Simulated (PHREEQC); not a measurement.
# Metal-bearing waste water: speciation

Consider water at 80 °C with 0.0028 mol NiSO4, 0.00083 mol MgSO4, 6.3e-05 mol H2SO4 and 0.054 mol Na2SO4 per kg of water. It is in equilibrium with CO2 at log p = -2 (atm). Otherwise closed; pH follows from the charge balance.

Computed with PHREEQC (ion-association model, wateq4f.dat).

This is a speciation only: nothing precipitates in the calculation.

**Question.** Estimate the pH, ionic strength.

**Answer.** pH 4.82; ionic strength 0.150 mol/kgw.

**Question.** In which forms is Na present?

**Answer.** Na+ 92 %, NaSO4- 8.2 % of the Na.

Constants without temperature data keep their 25 °C values here.
